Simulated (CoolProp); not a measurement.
Values from CoolProp's reference Helmholtz-energy equation of state, Schroeder 2014.

Task: Give the vapour pressure (bar), vapour density (kg/m³), enthalpy of vaporisation (kJ/kg), liquid viscosity (µPa s) of saturated ethanol at 121.55, 144.85 °C.

Result: 
```tsv
T (°C)	p (bar)	vapour density (kg/m³)	enthalpy of vaporisation (kJ/kg)	liquid viscosity (µPa s)
121.55	4.48	6.87	764	244
144.85	8.60	13.1	704	182
```

Viscosity comes from a separate model (Kiselev 2005).
